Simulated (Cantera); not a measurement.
Cantera run:

```python
import numpy as np
import cantera as ct

gas_names = """
    H H2 N NH NH2 NH3 N2 N2H2 N2H4 Si SiH SiH2 SiH3 SiH4 SiN Si2 Si2N Si3
""".split()
cond_names = """
    Si(cr) Si(L) Si3N4(a)
""".split()


def load(file, names, dense=False):
    # The tables refer to 1 bar. Condensed volumes are neglected.
    table = {s.name: s for s in ct.Species.list_from_file(file)}
    out = []
    for n in names:
        d = dict(table[n].input_data)
        d["thermo"] = dict(d["thermo"], **{"reference-pressure": 1e5})
        if dense:
            d["equation-of-state"] = {"model": "constant-volume", "density": "1e6 g/cm^3"}
        out.append(ct.Species.from_dict(d))
    return out


gas = ct.Solution(thermo="ideal-gas", species=load("nasa_gas.yaml", gas_names))
cond = {s.name: ct.Solution(thermo="fixed-stoichiometry", species=[s], name=s.name)
        for s in load("nasa_condensed.yaml", cond_names, dense=True)}
atoms = {
    'Si3N4': {'Si': 3, 'N': 4},
    'H2': {'H': 2},
    'N2': {'N': 2},
}
top_T = {'Si3N4(a)': 2400}  # K; cautious upper limits of use, not melting points


def equilibrate(T, P, feed):
    n = {}
    for name, mol in feed.items():
        for a, k in atoms[name].items():
            n[a] = n.get(a, 0.0) + k * mol
    gas.TPX = T, P, n
    mass = sum(n.values()) * gas.mean_molecular_weight
    gas.equilibrate("TP")
    valid = [c for c in cond.values() if c.min_temp <= T <= top_T.get(c.name, c.max_temp)]
    mix = ct.Mixture([(gas, mass / gas.mean_molecular_weight)] + [(c, 0.0) for c in valid])
    mix.T, mix.P = T, P
    mix.equilibrate("TP", solver="vcs", rtol=1e-11, max_steps=5000)
    return mix


results = []
feed = {'Si3N4': 1, 'H2': 890, 'N2': 35}  # mol
T = 1625  # K
P = 87  # Pa
mix = equilibrate(T, P, feed)
results.append((T, P, feed, dict(zip(mix.species_names, mix.species_moles))))
x = sorted(zip(gas.X, gas.species_names), reverse=True)
print(f"T = {T:g} K  P = {P:g} Pa  gas = {mix.phase_moles(0):.4g} mol")
print("   x: " + "  ".join(f"{s} {v:.3e}" for v, s in x if v > 1e-05))
print("   condensed (mol): " + ("  ".join(f"{mix.phase(i).name} {mix.phase_moles(i):.4g}"
      for i in range(1, mix.n_phases) if mix.phase_moles(i) > 1e-12) or "none"))
```

Output:

```
T = 1625 K  P = 87 Pa  gas = 928.3 mol
   x: H2 9.576e-01  N2 3.986e-02  H 2.341e-03  Si 1.872e-04  SiH 1.077e-05
   condensed (mol): Si(cr) 2.805
```

Method: chemical equilibrium by Gibbs-energy minimisation in Cantera with the NASA 1993 tables (ideal gas, pure condensed phases).
